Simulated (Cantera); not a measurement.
Mixture: CH4 : O2 : N2 = 1 : 1.18 : 6 (molar parts), equivalence ratio 1.7, at 750 Torr, adiabatic and at constant pressure. Ignition delay is the time to a rise of 400 K.

Detailed kinetics in Cantera: GRI-Mech 3.0 (53 species, 325 reactions).

### Question
What does this change do: pressure from 750 Torr to 1350 Torr?

### Answer
| quantity | before | after |
|---|---|---|
| delay at 1273 K | 29.7 ms | 18.2 ms |
| delay at 1473 K | 2.56 ms | 1.66 ms |
| delay at 1673 K | 0.371 ms | 0.234 ms |
| delay at 1873 K | 93.1 µs | 55.5 µs |
| delay at 2073 K | 33.8 µs | 19.5 µs |
| apparent activation energy between 1873 and 2073 K | 160 kJ/mol | 170 kJ/mol |

### Question
What does this change do: 0.24 parts CO2 added?

### Answer
| quantity | before | after |
|---|---|---|
| delay at 1273 K | 29.7 ms | 31.4 ms |
| delay at 1473 K | 2.56 ms | 2.69 ms |
| delay at 1673 K | 0.371 ms | 0.386 ms |
| delay at 1873 K | 93.1 µs | 96.4 µs |
| delay at 2073 K | 33.8 µs | 35.0 µs |
| apparent activation energy between 1873 and 2073 K | 160 kJ/mol | 160 kJ/mol |

### Question
What does this change do: pressure from 750 Torr to 450 Torr?

### Answer
```csv
quantity,before,after
delay at 1273 K,29.7 ms,44.3 ms
delay at 1473 K,2.56 ms,3.69 ms
delay at 1673 K,0.371 ms,0.561 ms
delay at 1873 K,93.1 µs,0.148 ms
delay at 2073 K,33.8 µs,55.0 µs
apparent activation energy between 1873 and 2073 K,160 kJ/mol,160 kJ/mol
```
